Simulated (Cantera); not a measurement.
Feed: 1 mol Pb, 5.3 mol H2, at 6400 Pa.

Cantera equilibrium calculation (NASA polynomials, part measured and part estimated; ideal gas, pure solids and liquids). Candidate condensed phases: Pb; 4 gas species. Kinetics and transport are ignored.

### Question
Which condensed phases are stable at each of these points (T (K)): 500, 600, 700, 800, 900, 1000, 1100, 1200, 1300, 1400, 1500, 1600?

### Answer
```csv
T (K),condensed phases,Pb condensed (%)
500,Pb(s),100.0
600,Pb(s),100.0
700,Pb(l),100.0
800,Pb(l),100.0
900,Pb(l),100.0
1000,Pb(l),99.9
1100,Pb(l),99.0
1200,Pb(l),94.6
1300,Pb(l),77.3
1400,Pb(l),16.4
1500,gas only,0.0
1600,gas only,0.0
```

From 500 K to 600 K the condensed part is Pb(s). From 700 K to 1400 K the condensed part is Pb(l). From 1500 K to 1600 K nothing is condensed.
